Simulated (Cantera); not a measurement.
Input: 1 mol Si3N4, 0.39 mol CO2, 43 mol N2, held at 13300 Pa.

Cantera equilibrium calculation (NASA polynomials, part measured and part estimated; ideal gas, pure solids and liquids). Candidate condensed phases: C, Si, SiC, SiO2, Si2N2O, Si3N4; 34 gas species. Mutual solubility and eutectic melting of coexisting phases are not modelled. Kinetics and transport are ignored.

### Question
At 1700 K, list the 3 most abundant gas species with their mole fractions, and the condensed phases.

### Answer
N2 0.998, CO 0.00212, SiO 0.000105. Condensed: SiC(s) + Si2N2O(s) + Si3N4(s).
